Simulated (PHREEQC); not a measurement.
Silver or lead bath

Dissolve 0.0043 mol Pb(NO3)2 and 0.00012 mol HNO3 per kg of water at 25 °C. Closed to the air; pH follows from the charge balance.

Computed with PHREEQC (ion-association model, phreeqc.dat).

The pH comes out as 3.96, the ionic strength comes out as 0.0124 mol/kgw and the specific conductance is 1080 µS/cm. The total alkalinity is -0.120 meq/kg.

```json
[
 {"species": "NO3-", "molality": "0.00841", "activity": "0.00747", "log γ": "-0.051"},
 {"species": "Pb+2", "molality": "0.00399", "activity": "0.00253", "log γ": "-0.197"},
 {"species": "PbNO3+", "molality": "0.000314", "activity": "0.000280", "log γ": "-0.049"},
 {"species": "H+", "molality": "0.000121", "activity": "0.000109", "log γ": "-0.043"},
 {"species": "PbOH+", "molality": "5.06e-7", "activity": "4.52e-7", "log γ": "-0.049"},
 {"species": "Pb2OH+3", "molality": "7.11e-8", "activity": "2.56e-8", "log γ": "-0.443"}
]
```

Precipitation was switched off in this run. Species that the database lacks are ignored.
